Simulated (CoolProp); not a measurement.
m-xylene along the isotherm 346.85 °C: fugacity coefficient from the reference equation and from simpler models built on Tc = 343.7 °C, pc = 35.35 bar, ω = 0.326; each cubic takes its own stable root.

The numbers come from the reference Helmholtz-energy equation of state, Zhou 2012 in CoolProp.

```tsv
p (bar)	phase	reference	van der Waals	Redlich-Kwong	Soave-Redlich-Kwong
22.1	gas	0.7839	0.8177	0.7965	0.7971
44.2	supercritical	0.5515	0.6022	0.5734	0.5757
66.3	supercritical	0.4055	0.4642	0.4313	0.4333
88.4	supercritical	0.3328	…	0.3601	…
110	supercritical	0.2909	0.3606	0.3192	0.3209
133	supercritical	0.2624	…	0.2917	0.2932
155	supercritical	0.2441	0.3258	0.2743	0.2758
177	supercritical	0.2313	0.3196	0.2626	0.2641
```

Q: Some entries are withheld; supply them.

A: 
- 88.4, van der Waals: 0.3972
- 88.4, Soave-Redlich-Kwong: 0.3619
- 133, van der Waals: 0.3380
